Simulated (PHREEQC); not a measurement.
Make-up at 25 °C: 30 mmol/kgw HF, 6.6 mmol/kgw (CH3)4NF and 0.12 mmol/kgw (NH4)2SiF6. Closed to the air; pH follows from the charge balance.

Equilibrium calculation in PHREEQC: ion-association model, phreeqc.dat.

This is a speciation only: nothing precipitates in the calculation.

Problem. What pH does the model give?

Solution. pH 2.63.

Problem. In which forms is F present?

Solution. HF 71 %, F- 22 %, HF2- 4.6 %, SiF6-2 1.9 % of the F.

(CH3)4N+ isn't in the database: it is added as a free cation with an ion size of 4 Å. SiF6-2 is the database's only silicon fluoride.
